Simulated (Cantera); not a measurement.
A perfectly stirred reactor is fed with H2 : O2 = 0.011 : 1 (molar parts), at 15.8 Torr; it is held at 1200 K, and followed from long to short residence time.

Model: GRI-Mech 3.0 (53 species, 325 reactions), integrated in Cantera. Radical loss at walls, strong at low pressure, is not modelled.

What does this change do: temperature 1200 to 1000 K?


```
quantity                 before     after
---------------------  --------  --------
x(H2) at τ = 2.00 s     2.81e-5  0.000109
x(O2) at τ = 2.00 s       0.988     0.989
x(H) at τ = 2.00 s      1.52e-5   9.03e-6
x(OH) at τ = 2.00 s    0.000275  0.000100
x(H2O) at τ = 2.00 s     0.0108    0.0108
x(H2) at τ = 77.0 ms   0.000186  0.000650
x(O2) at τ = 77.0 ms      0.984     0.987
x(H) at τ = 77.0 ms    0.000218  0.000181
x(OH) at τ = 77.0 ms   0.000727  0.000375
x(H2O) at τ = 77.0 ms    0.0103   0.00999
```
